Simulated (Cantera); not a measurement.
A closed system holds: 1 mol Si, 2 mol NF3, 29 mol N2, held at 825 °C and 15.0 Pa.

Method: chemical equilibrium by Gibbs-energy minimisation in Cantera with the NASA 1993 tables (ideal gas, pure condensed phases). Candidate condensed phases: Si, Si3N4; 16 gas species. Equilibrium is a limit: real reactors are often held back by kinetics, nucleation or transport.

Base state: N2 0.909, F 0.0606, SiF4 0.0303 (mole fractions); condensed: gas only.

Q: What changes in the equilibrium state with this change: NF3 from 2 to 3.4 mol?

A: 
| species | before | after |
|---|---|---|
| N2 | 0.909 | 0.810 |
| F | 0.0606 | 0.163 |
| SiF4 | 0.0303 | 0.0264 |
| F2 | 9.70e-6 | 7.06e-5 |

Q: What changes in the equilibrium state with this change: NF3 from 2 to 1.2 mol?

A: 
```
species        before     after
-------------  ------  --------
N2              0.909     0.970
SiF4           0.0303    0.0294
SiF3            <1e-9  0.000207
F              0.0606     <1e-9
Si3N4(s), mol       0    0.0328
```
The tables' values for SiF3 are old estimates; treat these amounts as uncertain.

Q: What changes in the equilibrium state with this change: NF3 from 2 to 3.3 mol?

A: 
```json
[
 {"species": "N2", "before": "0.909", "after": "0.816"},
 {"species": "F", "before": "0.0606", "after": "0.157"},
 {"species": "SiF4", "before": "0.0303", "after": "0.0266"},
 {"species": "F2", "before": "9.70e-6", "after": "6.51e-5"}
]
```
